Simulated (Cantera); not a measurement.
A Cantera script and what it prints.

```python
import numpy as np
import cantera as ct

gas_names = [...]  # 95 gases of nasa_gas.yaml made of C, F, H
cond_names = """
    C(gr) C6H6(L) C7H8(L) C8H18(L),n-octa
""".split()


# ... load() reads the species with a 1 bar reference pressure and builds the phases ...
atoms = {
    'CF4': {'C': 1, 'F': 4},
    'H2': {'H': 2},
}
top_T = {'C(gr)': 4500}  # K; cautious upper limits of use, not melting points


# ... equilibrate(T, P, feed) seeds the gas with the atoms and calls Mixture.equilibrate('TP', solver="vcs", rtol=1e-11, max_steps=5000) ...
results = []
T = 1498  # K
P = 100000  # Pa
for m in [0.85, 1.1, 1.3, 1.6, 2, 2.5, 3.1, 3.9, 4.8, 6]:
    feed = {'CF4': 1, 'H2': m}  # mol
    mix = equilibrate(T, P, feed)
    results.append((T, P, feed, dict(zip(mix.species_names, mix.species_moles))))

top = {s: max(r[3][s] / sum(r[3][g] for g in gas_names) for r in results) for s in gas_names}
cols = sorted((s for s in top if top[s] > 0.001), key=lambda s: -top[s])[:8]
seen = [c for c in cond_names if any(r[3].get(c, 0) > 1e-12 for r in results)]
print("log10 of partial pressures in bar; condensed amounts in mol")
print(f"{'n(H2)':>10s}" + "".join(f"{s[:9]:>10s}" for s in cols + seen))
for T, P, feed, n in results:
    ng = sum(n[g] for g in gas_names)
    print(f"{feed['H2']:10.4g}" + "".join(f"{np.log10(max(n[s] / ng * P / 1e5, 1e-99)):10.3f}" for s in cols)
          + "".join(f"{n.get(c, 0):10.4g}" for c in seen))
```

Result:

```
log10 of partial pressures in bar; condensed amounts in mol
     n(H2)        HF        H2       CF4     C(gr)
      0.85    -0.127    -7.180    -0.597     0.425
       1.1    -0.081    -7.002    -0.770      0.55
       1.3    -0.055    -6.872    -0.926      0.65
       1.6    -0.026    -6.663    -1.231       0.8
         2    -0.000    -4.714    -5.022         1
       2.5    -0.051    -0.954   -12.746    0.9998
       3.1    -0.105    -0.667   -13.539    0.9994
       3.9    -0.169    -0.493   -14.140    0.9984
       4.8    -0.230    -0.386   -14.599     0.997
         6    -0.301    -0.302   -15.050    0.9948
```

Equilibrium computed with Cantera from the NASA thermochemical tables; the gas is ideal and each condensed phase is pure. Gases not in the tables: C2F6 and larger saturated fluorocarbons.
